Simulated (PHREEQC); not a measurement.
LiOH is added in steps, without added water, to 1 kg of water holding 11 mmol/kgw NaHCO3, 0.15 mmol/kgw NH3 and 100 mmol/kgw KCl, at 20 °C. O2 is buffered at 0.21 atm. CO2 from the air is kept out. The run lets Halite, Nahcolite, Natron precipitate or redissolve, and no other solid.

Base run: PHREEQC, ion-association model, wateq4f.dat. Each further column changes one thing. The table gives pH.

| LiOH added (mol) | base | KCl left out | temperature from 20 to 10 °C | diluted 2-fold with water | no solid may form |
|---|---|---|---|---|---|
| 0 | 8.36 | 8.49 | 8.48 | … | 8.36 |
| 0.0036 | 9.72 | 9.86 | 9.85 | 10.32 | 9.72 |
| 0.0066 | 10.18 | 10.31 | 10.32 | 11.24 | 10.18 |
| 0.0102 | 10.85 | 10.95 | 11.05 | … | 10.85 |
| 0.0138 | 11.53 | 11.59 | 11.88 | … | 11.53 |
| 0.0174 | 11.85 | 11.91 | 12.22 | … | 11.85 |
| 0.0204 | 12.02 | 12.06 | 12.38 | … | 12.02 |
| 0.024 | 12.15 | 12.20 | 12.52 | … | 12.15 |

Task: What belongs in the gaps?

Result: 
- 0, diluted 2-fold with water: 8.41
- 0.0102, diluted 2-fold with water: 11.75
- 0.0138, diluted 2-fold with water: 11.99
- 0.0174, diluted 2-fold with water: 12.14
- 0.0204, diluted 2-fold with water: 12.23
- 0.024, diluted 2-fold with water: 12.33

 Constants without temperature data keep their 25 °C values here. Solids allowed in the column 'KCl left out': Nahcolite, Natron.
